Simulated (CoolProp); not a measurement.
Saturated liquid density (kg/m³) of chlorine: the reference equation beside estimates from Tc = 416.9 K, pc = 7.642 MPa, ω = 0.070. Rackett uses Z = 0.29056 − 0.08775 ω.

Model: reference Helmholtz-energy equation of state, Thol 2021, in CoolProp.

```csv
T (K),reference,Rackett,van der Waals
255.2,1519,1434,955.6
257.5,1513,1429,951.9
259.9,___,1423,948.0
262.2,1499,1417,944.3
264.6,1492,___,___
266.9,1486,___,___
269.3,1479,1400,932.4
271.7,1472,1393,928.3
274,1465,1388,924.3
276.4,1458,1381,920.2
278.7,1452,1375,916.1
281.1,1444,1369,___
```

Problem. Some entries are withheld; supply them.

Solution. 
- 259.9, reference: 1506
- 264.6, Rackett: 1411
- 264.6, van der Waals: 940.3
- 266.9, Rackett: 1406
- 266.9, van der Waals: 936.4
- 281.1, van der Waals: 911.9

Absolute difference from the reference over all 12 rows, mean and median: Rackett 5.4 and 5.4 %, van der Waals 37.0 and 37.0 %.
